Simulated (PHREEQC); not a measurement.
Acid mine or pickling water: an equilibrium model

A made-up water analysis in mg/L, 60 °C, pH 1.99, pe 8.8:

| constituent | mg/L |
|---|---|
| Na | 59.3 |
| K | 51 |
| Ca | 230 |
| Mg | 43 |
| Cl | 16.2 |
| S(6) as SO4 | 1880 |
| Zn | 7.05 |
| Mn(2) | 0.916 |

Valence states are taken as typed.

Computed with PHREEQC (ion-association model, phreeqc.dat).

The ionic strength comes out as 0.0376 mol/kgw, the specific conductance comes out as 10800 µS/cm and the total alkalinity comes out as -21.9 meq/kg. The charge-balance error comes out as 2.7 %.

```
species  molality  activity   log γ
-------  --------  --------  ------
H+         0.0119    0.0102  -0.067
HSO4-     0.00972   0.00804  -0.083
SO4-2     0.00719   0.00343  -0.321
Ca+2      0.00403   0.00196  -0.314
Na+       0.00253   0.00210  -0.081
CaSO4     0.00150   0.00151   0.004
K+        0.00126   0.00103  -0.086
Mg+2     0.000940  0.000466  -0.305
MgSO4    0.000833  0.000840   0.004
Cl-      0.000458  0.000376  -0.085
CaHSO4+  0.000229  0.000189  -0.083
Zn+2      7.15e-5   3.42e-5  -0.320
NaSO4-    5.28e-5   4.41e-5  -0.078
```

Precipitation was switched off in this run. Complexes and solids missing from the database can't appear. Constants without temperature data keep their 25 °C values here.
